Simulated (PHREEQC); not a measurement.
Solution A (0.024 mol HCl, 5.4e-05 mol NiSO4 and 4.2e-05 mol MnSO4 per kg of water) is mixed with solution B (0.025 mol/kgw BaBr2) at 50 °C; shares are by mass of water, 1 kg in all. No oxygen is let in. The system is closed to CO2. Only these solids could form: Barite, Pyrochroite, Ni(OH)2, Ni4(OH)6SO4, Morenosite.

Equilibrium calculation in PHREEQC: ion-association model, wateq4f.dat.

Q: Predict pH at share of solution B = 0.1, 0.8, 1.

A: 
| share of solution B | pH |
|---|---|
| 0.1 | 1.73 |
| 0.8 | 2.40 |
| 1 | 6.62 |

At this temperature some constants are extrapolated from 25 °C, and those without enthalpy data are left unchanged.
